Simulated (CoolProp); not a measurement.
Oxygen along the isobar 2.86 MPa: density (kg/m³) from the reference equation and from simpler models built on Tc = -118.6 °C, pc = 5.046 MPa, ω = 0.022; each cubic takes its own stable root.

Computed with CoolProp (reference Helmholtz-energy equation of state, Schmidt 1985).

```
T (°C)    phase  reference
-------  ------  ---------
-160.45  liquid       1029
-145.15  liquid      927.5
-129.85     gas      112.2
-114.45     gas      87.03
-99.15      gas      73.93
-83.85      gas      65.11
-68.45      gas      58.51
-53.15      gas      53.36
-37.85      gas      49.17
-22.55      gas      45.65
-7.15       gas      42.64
```

**Question.** How far does each simpler model (van der Waals, Redlich-Kwong, Soave-Redlich-Kwong, Peng-Robinson) lie from the reference over these 11 states: mean and median of the absolute difference, and the worst?

**Answer.** 
- van der Waals: mean 7.0 %, median 1.0 %, worst -31.7 % at -145.15 °C and 2.86 MPa
- Redlich-Kwong: mean 0.7 %, median 0.3 %, worst -4.1 % at -145.15 °C and 2.86 MPa
- Soave-Redlich-Kwong: mean 0.7 %, median 0.2 %, worst -4.4 % at -145.15 °C and 2.86 MPa
- Peng-Robinson: mean 3.2 %, median 2.0 %, worst +11.3 % at -160.45 °C and 2.86 MPa
